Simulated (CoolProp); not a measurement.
Ammonia at 411.3 K and 1.14 MPa flows at 5.3 m/s in a round tube of 50 mm bore and 45 µm roughness, fully developed (64/Re and Nu = 3.66 if laminar; Colebrook and Gnielinski if turbulent). Each further row changes one setting.

The numbers come from the reference Helmholtz-energy equation of state, Gao 2020 in CoolProp.

```
case               Reynolds number  Darcy friction factor  pressure drop (Pa/m)  heat-transfer coefficient (W/(m² K))  mass flow (kg/h)
-----------------  ---------------  ---------------------  --------------------  ------------------------------------  ----------------
as stated                   109000                      ?                  35.8                                   217               221
velocity 10.6 m/s           217000                      ?                     ?                                   414                 ?
diameter 100 mm             217000                      ?                     ?                                     ?               883
```

Question: Some entries are withheld; supply them.

Answer: 
- as stated, Darcy friction factor: 0.0217
- velocity 10.6 m/s, Darcy friction factor: 0.0205
- velocity 10.6 m/s, pressure drop (Pa/m): 136
- velocity 10.6 m/s, mass flow (kg/h): 441
- diameter 100 mm, Darcy friction factor: 0.0184
- diameter 100 mm, pressure drop (Pa/m): 15.2
- diameter 100 mm, heat-transfer coefficient (W/(m² K)): 185

Viscosity comes from a separate model (Fenghour 1995). Thermal conductivity comes from a separate model (Tufeu 1984).
